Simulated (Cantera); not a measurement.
Input: 1 mol SiF4, 8.2 mol N2, equilibrated at 2050 K and 13.3 mbar.

These are equilibrium values from Cantera (NASA tables, ideal gas, pure condensed phases), not measurements of a reactor. Candidate condensed phases: Si, Si3N4; 16 gas species. The tables' values for SiF3 are old estimates; treat these amounts as uncertain. Equilibrium is a limit: real reactors are often held back by kinetics, nucleation or transport.

Task: What is the equilibrium state?

Result: 
```json
{
  "x(N2)": "0.891",
  "x(SiF4)": "0.108",
  "x(F)": "0.000782",
  "x(SiF3)": "0.000779",
  "x(SiF2)": "1.58e-6",
  "gas_amount": "9.207 mol",
  "log10 activity of Si(l) (absent)": "-11.40"
}
```
